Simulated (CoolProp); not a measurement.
The fluid at 195.71 K and 4.87 MPa flows at 0.23 m/s in a round tube of 10 mm bore and 0.25 µm roughness, fully developed (64/Re and Nu = 3.66 if laminar; Colebrook and Gnielinski if turbulent). The same conditions are run with several fluids, on thermodynamics alone (safety and materials aside).

The numbers come from the reference Helmholtz-energy equation of state of each fluid (ethanol: Schroeder 2014; CF4 (R14): Platzer 1990; propane: Lemmon 2009; R22: Kamei 1995) in CoolProp. The equations of Platzer and Polt are older, rougher fits.

Problem. Rank ethanol, CF4 (R14), propane, R22 by Reynolds number, highest first.

Solution. CF4 (R14) (26700), R22 (6510), propane (4520), ethanol (115)

| fluid | Darcy friction factor | pressure drop (Pa/m) | heat-transfer coefficient (W/(m² K)) | mass flow (kg/h) |
|---|---|---|---|---|
| ethanol | 0.556 | 1290 | 72.8 | 57.0 |
| CF4 (R14) | 0.0242 | 84.8 | 687 | 86.2 |
| propane | 0.0385 | 63.6 | 459 | 40.6 |
| R22 | 0.0347 | 140 | 575 | 98.8 |

Transport values come from each fluid's own correlations; those of CF4 (R14), R22 are estimates that may be off by 10 % or more.
